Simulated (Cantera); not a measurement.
A closed system holds: 1 mol Ca(OH)₂, 1.5 mol O₂, at 0.180 Torr.

These are equilibrium values from Cantera (NASA tables, ideal gas, pure condensed phases), not measurements of a reactor. Candidate condensed phases: Ca, CaO, Ca(OH)₂, H₂O; 14 gas species. Kinetics and transport are ignored.

Problem. At 1500 °C, list the 4 most abundant gas species with their mole fractions, and the condensed phases.

Solution. O₂ 0.592, H₂O 0.390, OH 0.0120, O 0.00466. Condensed: CaO(s).
